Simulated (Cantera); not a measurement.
## Si(CH3)4 + H2 + C2H2 (silicon carbide growth)

Charge: 1 mol Si(CH3)4, 2.1 mol H2, 0.021 mol C2H2, equilibrated at 4400 Pa.

Equilibrium computed with Cantera from the NASA thermochemical tables; the gas is ideal and each condensed phase is pure. Candidate condensed phases: C, C6H6, C7H8, C8H18, Si, SiC; 87 gas species. Gases not in the tables: Si2H6 and higher silanes. Kinetics and transport are ignored.

From 1323 K to 2323 K the condensed part is C(graphite) + SiC(s).

| T (K) | x H2 | x H | x C2H2 (acetylene) | x Si | x SiC2 | x Si2C | n C(graphite) | n SiC(s) |
|---|---|---|---|---|---|---|---|---|
| 1323 | 1.000 | 7.56e-6 | 8.25e-7 | 6.71e-12 | <1e-12 | <1e-12 | 3.04 | 1.00 |
| 1423 | 1.000 | 3.17e-5 | 3.43e-6 | 1.84e-10 | <1e-12 | <1e-12 | 3.04 | 1.00 |
| 1523 | 1.000 | 0.000110 | 1.18e-5 | 3.26e-9 | 6.92e-12 | 5.94e-12 | 3.04 | 1.00 |
| 1623 | 1.000 | 0.000329 | 3.48e-5 | 4.04e-8 | 1.86e-10 | 1.50e-10 | 3.04 | 1.000 |
| 1723 | 0.999 | 0.000869 | 9.04e-5 | 3.72e-7 | 3.39e-9 | 2.58e-9 | 3.04 | 1.000 |
| 1823 | 0.998 | 0.00206 | 0.000211 | 2.68e-6 | 4.47e-8 | 3.22e-8 | 3.04 | 1.000 |
| 1923 | 0.995 | 0.00448 | 0.000449 | 1.57e-5 | 4.47e-7 | 3.07e-7 | 3.03 | 1.000 |
| 2023 | 0.990 | 0.00901 | 0.000884 | 7.71e-5 | 3.55e-6 | 2.33e-6 | 3.03 | 0.999 |
| 2123 | 0.981 | 0.0169 | 0.00162 | 0.000325 | 2.30e-5 | 1.45e-5 | 3.02 | 0.996 |
| 2223 | 0.966 | 0.0300 | 0.00280 | 0.00120 | 0.000126 | 7.62e-5 | 3.01 | 0.987 |
| 2323 | 0.940 | 0.0503 | 0.00455 | 0.00396 | 0.000592 | 0.000346 | 3.00 | 0.953 |
x: gas mole fraction; n: condensed amount in mol.
